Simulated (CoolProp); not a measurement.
Vapour-liquid equilibrium of cyclohexane (1) + n-octane (2) at 366.9 K; x and y are mole fractions of (1).

Model: multi-fluid Helmholtz-energy mixture model, Zhou 2014 and Beckmüller 2019; pair parameters Bell 2016, in CoolProp.

```tsv
x	bubble pressure, mixture model (MPa)	bubble pressure, Raoult's law (MPa)	y, mixture model	y, Raoult's law
0.05	0.04339	0.04354	0.163	0.169
0.2	…	0.05996	…	0.492
0.35	0.07605	0.07637	…	0.676
0.5	…	0.09279	0.786	0.795
0.65	0.1089	0.1092	0.871	0.878
0.8	…	0.1256	…	0.939
0.95	…	0.1420	…	0.987
```

Question: What belongs in the gaps?

Answer: 
- 0.2, bubble pressure, mixture model (MPa): 0.05963
- 0.2, y, mixture model: 0.482
- 0.35, y, mixture model: 0.666
- 0.5, bubble pressure, mixture model (MPa): 0.09249
- 0.8, bubble pressure, mixture model (MPa): 0.1254
- 0.8, y, mixture model: 0.935
- 0.95, bubble pressure, mixture model (MPa): 0.1419
- 0.95, y, mixture model: 0.985

The largest gap from Raoult's law is -0.6 % in bubble pressure, at x = 0.2. No azeotrope shows between x = 0.05 and 0.95.

Pair parameters are fitted to limited data, so mixtures are less certain than the pure fluids.
